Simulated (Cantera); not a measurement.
Thermodynamics of iron carbonyl, mercury and lead vapours, feed Fe(CO)5 + H2

Charge: 1 mol Fe(CO)5, a varied amount of H2, at 0.100 bar.

Method: chemical equilibrium by Gibbs-energy minimisation in Cantera with the NASA 1993 tables (ideal gas, pure condensed phases). Candidate condensed phases: C, C6H6, C7H8, C8H18, Fe, Fe(CO)5, FeO, Fe(OH)2, Fe(OH)3, Fe2O3, Fe3O4, H2O; 114 gas species. Condensed phases not in the tables: cementite and carbon dissolved in iron. The numbers say what is thermodynamically allowed, not how fast it happens.

Stable condensed phases:

```
T in K \ n(H2) in mol
         3.6 9.2  15  20  26  31  37  43  48  54  59
   1300    A   B   B   B   B   B   B   B   B   B   B
   1275    A   B   B   B   B   B   B   B   B   B   B
   1250    A   B   B   B   B   B   B   B   B   B   B
   1225    A   A   B   B   B   B   B   B   B   B   B
   1200    A   A   B   B   B   B   B   B   B   B   B
   1175    A   A   B   B   B   B   B   B   B   B   B
   1150    A   A   B   B   B   B   B   B   B   B   B
   1125    A   A   B   B   B   B   B   B   B   B   B
   1100    A   A   A   B   B   B   B   B   B   B   B
   1075    A   A   A   B   B   B   B   B   B   B   B
   1050    A   A   A   A   B   B   B   B   B   B   B
   1025    A   A   A   A   B   B   B   B   B   B   B
   1000    A   A   A   A   B   B   B   B   B   B   B
    975    A   A   A   A   A   B   B   B   B   B   B
```

A: C + Fe; B: Fe.
